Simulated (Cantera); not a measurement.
Cantera run:

```python
import numpy as np
import cantera as ct

gas_names = """
    C CN CO CO2 C2 CCN CNC C2N2 C2O C3 C3O2 C4 C4N2 C5 Fe FeC5O5 FeO N NCO NO NO2 NO3 N2 N2O O O2 O3
""".split()
cond_names = """
    C(gr) Fe(a) Fe(c) Fe(d) Fe(L) FeC5O5(L) FeO(s) FeO(L) Fe2O3(s) Fe3O4(s)
""".split()


# ... load() reads the species with a 1 bar reference pressure and builds the phases ...
atoms = {
    'Fe3O4': {'Fe': 3, 'O': 4},
    'C': {'C': 1},
    'N2': {'N': 2},
}
top_T = {'C(gr)': 4500, 'Fe2O3(s)': 1830, 'Fe3O4(s)': 1870}  # K; cautious upper limits of use, not melting points


# ... equilibrate(T, P, feed) seeds the gas with the atoms and calls Mixture.equilibrate('TP', solver="vcs", rtol=1e-11, max_steps=5000) ...
results = []
feed = {'Fe3O4': 1, 'C': 7.3, 'N2': 0.61}  # mol
P = 35000  # Pa
for T in [1473, 1523, 1573, 1623, 1673, 1723, 1773, 1823, 1873, 1923]:
    mix = equilibrate(T, P, feed)
    results.append((T, P, feed, dict(zip(mix.species_names, mix.species_moles))))
    x = sorted(zip(gas.X, gas.species_names), reverse=True)
    print(f"T = {T:g} K  P = {P:g} Pa  gas = {mix.phase_moles(0):.4g} mol")
    print("   x: " + "  ".join(f"{s} {v:.3e}" for v, s in x if v > 1e-05))
    print("   condensed (mol): " + ("  ".join(f"{mix.phase(i).name} {mix.phase_moles(i):.4g}"
          for i in range(1, mix.n_phases) if mix.phase_moles(i) > 1e-12) or "none"))
```

Result:

```
T = 1473 K  P = 35000 Pa  gas = 4.609 mol
   x: CO 8.674e-01  N2 1.324e-01  CO2 2.229e-04
   condensed (mol): C(gr) 3.301  Fe(c) 3
T = 1523 K  P = 35000 Pa  gas = 4.609 mol
   x: CO 8.675e-01  N2 1.323e-01  CO2 1.431e-04
   condensed (mol): C(gr) 3.301  Fe(c) 3
T = 1573 K  P = 35000 Pa  gas = 4.61 mol
   x: CO 8.676e-01  N2 1.323e-01  CO2 9.470e-05
   condensed (mol): C(gr) 3.3  Fe(c) 3
T = 1623 K  P = 35000 Pa  gas = 4.61 mol
   x: CO 8.676e-01  N2 1.323e-01  CO2 6.435e-05
   condensed (mol): C(gr) 3.3  Fe(c) 3
T = 1673 K  P = 35000 Pa  gas = 4.61 mol
   x: CO 8.676e-01  N2 1.323e-01  CO2 4.481e-05  Fe 1.147e-05
   condensed (mol): C(gr) 3.3  Fe(d) 3
T = 1723 K  P = 35000 Pa  gas = 4.61 mol
   x: CO 8.676e-01  N2 1.323e-01  CO2 3.190e-05  Fe 2.607e-05
   condensed (mol): C(gr) 3.3  Fe(d) 3
T = 1773 K  P = 35000 Pa  gas = 4.61 mol
   x: CO 8.676e-01  N2 1.323e-01  Fe 5.650e-05  CO2 2.318e-05
   condensed (mol): C(gr) 3.3  Fe(d) 3
T = 1823 K  P = 35000 Pa  gas = 4.61 mol
   x: CO 8.676e-01  N2 1.323e-01  Fe 1.163e-04  CO2 1.716e-05
   condensed (mol): C(gr) 3.3  Fe(L) 2.999
T = 1873 K  P = 35000 Pa  gas = 4.611 mol
   x: CO 8.675e-01  N2 1.323e-01  Fe 2.259e-04  CO2 1.292e-05
   condensed (mol): C(gr) 3.3  Fe(L) 2.999
T = 1923 K  P = 35000 Pa  gas = 4.612 mol
   x: CO 8.673e-01  N2 1.323e-01  Fe 4.230e-04
   condensed (mol): C(gr) 3.3  Fe(L) 2.998
```

These are equilibrium values from Cantera (NASA tables, ideal gas, pure condensed phases), not measurements of a reactor. Iron dissolves carbon and melts from about 1420 K in contact with it, which pure phases cannot show. Condensed phases not in the tables: cementite and carbon dissolved in iron.
